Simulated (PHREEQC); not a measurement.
Dissolve 100 mmol/kgw BaCl2 at 25 °C. Closed to the air; pH follows from the charge balance.

Model: Pitzer model, pitzer.dat, run in PHREEQC.

```json
{
 "ionic_strength": "0.300 mol/kgw",
 "specific_conductance": "18800 µS/cm",
 "density": "1.015 g/cm³",
 "osmotic_coefficient": "0.839"
}
```

| species | molality | activity | log γ |
|---|---|---|---|
| Cl- | 0.200 | 0.137 | -0.163 |
| Ba+2 | 0.100 | 0.0256 | -0.592 |
| OH- | 1.44e-7 | 9.52e-8 | -0.180 |
| H+ | 1.44e-7 | 1.06e-7 | -0.134 |

No solid was allowed to form. Complexes and solids missing from the database can't appear.
